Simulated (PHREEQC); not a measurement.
# Copper plating or etch bath: an equilibrium model

Consider water at 25 °C with 0.0047 mol/kgw Cu(NO3)2, 0.0026 mol/kgw H2SO4 and 0.005 mol/kgw FeCl3. Closed to the air; pH follows from the charge balance.

Model: ion-association model, phreeqc.dat, run in PHREEQC.

| Quantity | Value |
|---|---|
| pH | 2.26 |
| ionic strength | 0.0374 mol/kgw |
| total alkalinity | -15.2 meq/kg |

```tsv
species	molality	activity	log γ
Cl-	0.0146	0.0121	-0.080
NO3-	0.00940	0.00777	-0.083
H+	0.00635	0.00550	-0.063
Cu+2	0.00447	0.00232	-0.286
FeSO4+	0.00165	0.00139	-0.075
Fe+3	0.00163	0.000444	-0.565
FeOH+2	0.00104	0.000521	-0.299
SO4-2	0.000571	0.000286	-0.301
FeCl+2	0.000324	0.000162	-0.299
```

No solid was allowed to form. The solution is supersaturated, for example in Hematite (slow to form), Goethite (slow to form), so a real one may precipitate; this is no full list.
